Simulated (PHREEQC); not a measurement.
FeCl3 is added in steps, without added water, to 1 kg of water holding 0.012 mol KHCO3, 0.0005 mol Na2CO3 and 0.00021 mol NaCl, at 25 °C. Oxygen alone is held at its pressure in air (log pO2 = -0.68). No CO2 enters from the air. The run lets Hematite, Halite, Nahcolite, Natron precipitate or redissolve, and no other solid.

Base run: PHREEQC, ion-association model, wateq4f.dat. Each further column changes one thing. The table gives Fe in solution (mol/kgw).

```tsv
FeCl3 added (mol)	base	Davies equation for every ion	all activity coefficients set to 1	Debye-Hückel limiting law	database phreeqc.dat
0	0	0	0	0	0
0.0013	0	0	0	0	0
0.00195	1.16e-14	1.17e-14	0	1.20e-14	1.16e-14
0.00325	3.66e-14	3.68e-14	2.96e-14	3.81e-14	3.65e-14
0.0039	1.06e-13	1.07e-13	8.45e-14	1.11e-13	1.06e-13
0.0052	1.05e-9	1.07e-9	7.52e-10	1.15e-9	1.05e-9
0.00585	4.25e-9	4.41e-9	2.90e-9	4.82e-9	4.25e-9
0.00715	2.31e-8	2.45e-8	1.50e-8	2.76e-8	2.31e-8
0.0078	4.22e-8	4.51e-8	2.71e-8	5.15e-8	4.22e-8
0.0091	1.10e-7	1.19e-7	6.95e-8	1.39e-7	1.10e-7
0.00975	1.63e-7	1.77e-7	1.03e-7	2.09e-7	1.63e-7
0.01105	3.20e-7	3.50e-7	2.02e-7	4.22e-7	3.20e-7
0.0117	4.30e-7	4.71e-7	2.71e-7	5.74e-7	4.30e-7
0.013	7.28e-7	8.02e-7	4.62e-7	9.95e-7	7.29e-7
```

 phreeqc.dat and wateq4f.dat share most of their constants, so their agreement is no independent check. Solids allowed in the column 'database phreeqc.dat': Hematite, Halite, Sylvite.
